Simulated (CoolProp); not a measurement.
Saturation properties of n-dodecane.

Computed with CoolProp (reference Helmholtz-energy equation of state, Lemmon 2004). It is a short technical equation, of lower accuracy than the large ones.

```tsv
T (K)	p (bar)	vapour density (kg/m³)	enthalpy of vaporisation (kJ/kg)	surface tension (mN/m)
327	0.001525	0.009559	345.2	22.4
334.5	?	0.01514	341.1	21.7
342	0.003897	0.02337	337.0	21.1
349.6	0.006032	0.03540	333.0	?
357.1	0.009072	0.05215	329.0	19.8
364.6	0.01336	0.07527	325.0	19.2
372.2	?	0.1070	321.0	18.6
379.7	0.02745	0.1489	317.1	18.0
387.2	0.03823	0.2036	313.2	17.4
394.8	?	0.2753	?	16.8
402.3	0.07104	0.3655	305.2	16.2
409.8	0.09456	0.4788	301.3	15.6
417.4	0.1247	0.6217	297.2	15.0
424.9	?	0.7952	293.2	14.5
432.4	0.2076	1.006	289.2	13.9
```

Question: Some entries are withheld; supply them.

Answer: 
- 334.5, p (bar): 0.002470
- 349.6, surface tension (mN/m): 20.4
- 372.2, p (bar): 0.01937
- 394.8, p (bar): 0.05262
- 394.8, enthalpy of vaporisation (kJ/kg): 309.2
- 424.9, p (bar): 0.1618

It boils at 489.4 K under 1 atm.

Surface tension comes from a separate correlation (Mulero 2012).
